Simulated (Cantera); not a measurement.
Mixture: 2.67 % CO, 0.348 % H₂, 3.74 % CH₄, 14.1 % O₂, 70.3 % N₂, 8.83 % H₂O, equivalence ratio 0.64, at 1.00 bar, adiabatic and at constant volume. Ignition delay is the time to a rise of 400 K.

Computed with Cantera and GRI-Mech 3.0 (53 species, 325 reactions).

At T0 = 1300 K, what is the delay, and which 8 reactions control it most (d ln τ / d ln k, from doubling and halving each rate constant)?

The delay is 6.10 ms.
```csv
reaction,d ln τ / d ln k,faster rate
H + O2 <=> O + OH,-0.78,shortens it
2 CH3 (+M) <=> C2H6 (+M),0.70,lengthens it
CH4 + OH <=> CH3 + H2O,0.47,lengthens it
CH3 + O2 <=> CH3O + O,-0.35,shortens it
CH3 + HO2 <=> CH3O + OH,-0.30,shortens it
CH3 + O2 <=> CH2O + OH,-0.26,shortens it
CH4 + H <=> CH3 + H2,0.22,lengthens it
CO + OH <=> CO2 + H,-0.17,shortens it
```
